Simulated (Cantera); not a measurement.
An isothermal, constant-pressure homogeneous reactor starts with H2 : O2 : N2 = 0.95 : 1 : 3.5 (molar parts), equivalence ratio 0.47, at 823 K and 0.133 bar.

Detailed kinetics in Cantera: the H2/O2 subset of GRI-Mech 3.0, which has no nitrogen chemistry. Radical loss at walls, strong at low pressure, is not modelled. Below about 950 K walls govern HO2 and H2O2 in real vessels. The temperature is held fixed by assumption; the heat of reaction is taken as removed at once.

One state of this run: x H2 = 0.000973; x O2 = 0.106; x H2O = 0.190; x O = 1.17e-8; x H = 2.46e-9; x H2O2 = 2.73e-5; x OH = 1.76e-8. x: mole fraction; the columns are a selection and need not sum to one.

### Question
Which value of t (s) does it belong to?
A. 200
B. 0.000392
C. 30.6
D. 0.00256

### Answer
A, 200
